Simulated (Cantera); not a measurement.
An adiabatic, constant-pressure homogeneous reactor starts with CH4 : O2 : N2 : CO2 = 1 : 2 : 7.52 : 1.7 (molar parts), equivalence ratio 1.0, at 1350 K and 1.01 bar. Integrator tolerance rtol = 1e-08.

Computed with Cantera and GRI-Mech 3.0 (53 species, 325 reactions).

Task: What does this change do: pressure from 1.01 bar to 5.00 bar?

Result: 
```tsv
quantity	before	after
time of steepest temperature rise	8.03 ms	2.09 ms
temperature at 5.00 s	2480 K	2558 K
equilibrium temperature	2480 K	2558 K
x(CH4) at 5.00 s	<1e-12 (gas-phase equilibrium <1e-12)	<1e-12 (gas-phase equilibrium <1e-12)
x(O2) at 5.00 s	0.0184 (gas-phase equilibrium 0.0184)	0.0143 (gas-phase equilibrium 0.0143)
x(CO2) at 5.00 s	0.173 (gas-phase equilibrium 0.173)	0.182 (gas-phase equilibrium 0.182)
x(N2O) at 5.00 s	2.78e-7 (gas-phase equilibrium 2.78e-7)	6.28e-7 (gas-phase equilibrium 6.28e-7)
x(NO2) at 5.00 s	1.55e-6 (gas-phase equilibrium 1.55e-6)	2.82e-6 (gas-phase equilibrium 2.82e-6)
```
